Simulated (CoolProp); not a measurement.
200 sccm (0 °C, 1 atm) of nitrogen bubbles through liquid water at 350.6 K and leaves saturated at a total pressure of 0.15 MPa (ideal gas phase). Each further row changes one setting.

Values from CoolProp's reference Helmholtz-energy equation of state, Wagner 2002.

| case | vapour pressure (kPa) | mole fraction of vapour | delivery (mg/min) | delivery (sccm) | change of delivery for a bath 1 K warmer (%) |
|---|---|---|---|---|---|
| as stated | 42.7 | ___ | ___ | ___ | 6.0 |
| bath temperature 355.6 K | 52.3 | 0.349 | ___ | ___ | 6.4 |
| total pressure 0.3 MPa | 42.7 | ___ | ___ | ___ | 4.9 |

Q: Fill in the missing entries.

A: 
- as stated, mole fraction of vapour: 0.285
- as stated, delivery (mg/min): 64.0
- as stated, delivery (sccm): 79.7
- bath temperature 355.6 K, delivery (mg/min): 86.1
- bath temperature 355.6 K, delivery (sccm): 107
- total pressure 0.3 MPa, mole fraction of vapour: 0.142
- total pressure 0.3 MPa, delivery (mg/min): 26.7
- total pressure 0.3 MPa, delivery (sccm): 33.2
